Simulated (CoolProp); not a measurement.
Ethanol at 298.15 K and 0.0054 MPa is throttled through a valve to 0.00374 MPa with no heat exchange. Each further row changes one setting.

The numbers come from the reference Helmholtz-energy equation of state, Schroeder 2014 in CoolProp.

```tsv
case	temperature change (K)	final density (kg/m³)
as stated	___	___
outlet pressure 0.00112 MPa	-0.6	___
outlet pressure 0.00486 MPa	-0.1	0.0907
```

### Question
What belongs in the gaps?

### Answer

- as stated, temperature change (K): -0.2
- as stated, final density (kg/m³): 0.0697
- outlet pressure 0.00112 MPa, final density (kg/m³): 0.0209
